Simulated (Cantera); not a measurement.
A closed system holds: 1 mol Si2Cl6, 1.3 mol HCl, 110 mol H2, held at 775 °C and 1.60 mbar.

These are equilibrium values from Cantera (NASA tables, ideal gas, pure condensed phases), not measurements of a reactor. Candidate condensed phases: Si; 19 gas species. The feed counts by its element totals alone. The tables' values for SiCl3 are old estimates; treat these amounts as uncertain. Kinetics and transport are ignored.

Base state: H2 0.953, HCl 0.0383, SiCl4 0.00373, SiCl2 0.00287, SiHCl3 0.000952, SiCl3 0.000765, SiH2Cl2 2.76e-5 (mole fractions); condensed: Si(s).

**Question.** What changes in the equilibrium state with this change: temperature from 775 °C to 877 °C?

**Answer.** 
```json
[
 {"species": "H2", "before": "0.953", "after": "0.945"},
 {"species": "HCl", "before": "0.0383", "after": "0.0485"},
 {"species": "SiCl2", "before": "0.00287", "after": "0.00547"},
 {"species": "SiCl4", "before": "0.00373", "after": "0.000561"},
 {"species": "SiHCl3", "before": "0.000952", "after": "0.000222"},
 {"species": "SiH2Cl2", "before": "2.76e-5", "after": "1.10e-5"},
 {"species": "SiCl3", "before": "0.000765", "after": "0.000530"},
 {"species": "Si(s), mol", "before": "1.05", "after": "1.22"}
]
```
